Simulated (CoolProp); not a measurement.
A simple Rankine cycle with isobutene: condensing at 324.15 K, boiler at 2.06 MPa, turbine inlet 384.3 K, turbine efficiency 0.85, pump efficiency 0.8, no recuperator. Each further row changes one setting.

Computed with CoolProp (reference Helmholtz-energy equation of state, Lemmon 2005). It is a short technical equation, of lower accuracy than the large ones.

```json
[
 {"case": "as stated", "thermal efficiency (%)": "10.0", "net work (kJ/kg)": "39.4", "heat in (kJ/kg)": "396", "turbine exit temperature (K)": "339.0", "volume ratio over the turbine": "3.71"},
 {"case": "turbine inlet 404.3 K", "thermal efficiency (%)": "10.0", "net work (kJ/kg)": "44.7", "heat in (kJ/kg)": "447", "turbine exit temperature (K)": "362.4", "volume ratio over the turbine": "3.53"},
 {"case": "condensing temperature 316.15 K", "thermal efficiency (%)": "11.3", "net work (kJ/kg)": "46.9", "heat in (kJ/kg)": "416", "turbine exit temperature (K)": "332.6", "volume ratio over the turbine": "4.57"},
 {"case": "boiler pressure 1.44 MPa", "thermal efficiency (%)": "7.4", "net work (kJ/kg)": "31.3", "heat in (kJ/kg)": "421", "turbine exit temperature (K)": "356.2", "volume ratio over the turbine": "2.38"},
 {"case": "turbine efficiency 0.75", "thermal efficiency (%)": "8.7", "net work (kJ/kg)": "34.4", "heat in (kJ/kg)": "396", "turbine exit temperature (K)": "341.5", "volume ratio over the turbine": "3.75"}
]
```
